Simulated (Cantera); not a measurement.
A Cantera script and its output.

```python
import numpy as np
import cantera as ct

gas = ct.Solution("gri30.yaml")
gas.TPX = 573, 45000, {'CH4': 1, 'CO': 0.084, 'O2': 1.36, 'N2': 5.58}
flame = ct.FreeFlame(gas, width=0.07)
flame.set_refine_criteria(ratio=3, slope=0.08, curve=0.16)
flame.transport_model = "mixture-averaged"
flame.solve(loglevel=0, auto=True)
z, T = flame.grid, flame.T
thick = (T[-1] - T[0]) / np.gradient(T, z).max()
show = ['CH4', 'CO', 'O2', 'H2', 'CH2', 'HCN']
print(f"laminar burning velocity  {flame.velocity[0] * 100:.3f} cm/s")
print(f"burnt temperature         {T[-1]:.1f} K")
print(f"thermal thickness         {thick * 1e3:.4f} mm")
print(f"grid points               {len(z)}")
z0 = z[flame.heat_release_rate.argmax()]
print(f"{'z/mm':>9s}{'T/K':>9s}{'u/(m/s)':>9s}" + "".join(f"{s:>11s}" for s in show))
rows = []
for k in (-3, -2, -1.5, -1, -0.5, -0.25, 0, 0.25, 0.5, 1, 2, 4, 8):
    zz = z0 + k * thick
    rows.append([k * thick, np.interp(zz, z, T), np.interp(zz, z, flame.velocity),
                 *(np.interp(zz, z, flame.X[gas.species_index(s)]) for s in show)])
    print(f"{rows[-1][0] * 1e3:9.3f}{rows[-1][1]:9.1f}{rows[-1][2]:9.3f}" + "".join(f"{x:11.3e}" for x in rows[-1][3:]))
```

Output:

```
laminar burning velocity  53.737 cm/s
burnt temperature         2031.1 K
thermal thickness         1.3400 mm
grid points               130
     z/mm      T/K  u/(m/s)        CH4         CO         O2         H2        CH2        HCN
   -4.020    573.8    0.540  1.239e-01  1.044e-02  1.687e-01  4.564e-03  4.971e-18  1.490e-09
   -2.680    579.2    0.549  1.227e-01  1.049e-02  1.673e-01  1.090e-02  1.456e-15  1.740e-08
   -2.010    599.6    0.572  1.201e-01  1.094e-02  1.650e-01  1.825e-02  1.677e-13  1.108e-07
   -1.340    704.4    0.682  1.106e-01  1.426e-02  1.558e-01  3.107e-02  7.364e-11  9.426e-07
   -0.670   1109.2    1.100  7.549e-02  3.288e-02  1.167e-01  4.954e-02  6.600e-08  7.039e-06
   -0.335   1457.8    1.466  4.290e-02  5.429e-02  7.587e-02  5.917e-02  3.790e-06  1.573e-05
    0.000   1770.6    1.802  1.364e-02  7.721e-02  3.284e-02  6.567e-02  4.149e-05  3.156e-05
    0.335   1926.3    1.968  2.724e-03  8.725e-02  9.801e-03  6.748e-02  5.345e-05  5.167e-05
    0.670   1977.8    2.019  6.158e-04  8.818e-02  2.613e-03  6.859e-02  2.420e-05  6.137e-05
    1.340   2002.2    2.041  7.319e-05  8.626e-02  2.346e-04  7.087e-02  3.838e-06  5.733e-05
    2.680   2010.9    2.047  6.218e-06  8.479e-02  3.431e-05  7.252e-02  3.287e-07  3.938e-05
    5.360   2016.3    2.052  2.984e-07  8.460e-02  2.360e-05  7.302e-02  1.267e-08  1.939e-05
   10.720   2022.2    2.057  7.254e-09  8.477e-02  1.511e-05  7.324e-02  2.134e-10  6.780e-06
```

Computed with Cantera and GRI-Mech 3.0 (53 species, 325 reactions). Burning velocities carry a grid error of a few per cent, more on coarse grids.
